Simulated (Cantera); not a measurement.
Pyrogenic steam for wet oxidation

A perfectly stirred reactor is fed with 11.5 % H2, 24.6 % O2, 63.9 % N2, at 100000 Pa; it is held at 1225 K, and followed from long to short residence time.

Cantera simulation using GRI-Mech 3.0 (53 species, 325 reactions); the numbers are that mechanism's predictions, not measurements. The temperature is held fixed by assumption; the heat of reaction is taken as removed at once.

```json
[
 {"τ (s)": "2.2", "x H2": "3.97e-5", "x O2": "0.199", "x H2O2": "1.87e-7", "x H2O": "0.122", "x O": "4.56e-6"},
 {"τ (s)": "0.82", "x H2": "7.77e-5", "x O2": "0.199", "x H2O2": "3.11e-7", "x H2O": "0.122", "x O": "9.15e-6"},
 {"τ (s)": "0.30", "x H2": "0.000154", "x O2": "0.199", "x H2O2": "5.18e-7", "x H2O": "0.122", "x O": "1.87e-5"},
 {"τ (s)": "0.11", "x H2": "0.000302", "x O2": "0.200", "x H2O2": "8.63e-7", "x H2O": "0.122", "x O": "3.83e-5"},
 {"τ (s)": "0.043", "x H2": "0.000557", "x O2": "0.200", "x H2O2": "1.39e-6", "x H2O": "0.122", "x O": "7.44e-5"},
 {"τ (s)": "0.016", "x H2": "0.00103", "x O2": "0.200", "x H2O2": "2.21e-6", "x H2O": "0.121", "x O": "0.000147"},
 {"τ (s)": "0.0059", "x H2": "0.00186", "x O2": "0.200", "x H2O2": "3.32e-6", "x H2O": "0.120", "x O": "0.000285"},
 {"τ (s)": "0.0022", "x H2": "0.00324", "x O2": "0.200", "x H2O2": "4.65e-6", "x H2O": "0.119", "x O": "0.000534"},
 {"τ (s)": "0.00083", "x H2": "0.00548", "x O2": "0.201", "x H2O2": "6.12e-6", "x H2O": "0.116", "x O": "0.000963"},
 {"τ (s)": "0.00031", "x H2": "0.00916", "x O2": "0.202", "x H2O2": "7.76e-6", "x H2O": "0.111", "x O": "0.00169"}
]
```
x: mole fraction; the columns are a selection and need not sum to one.
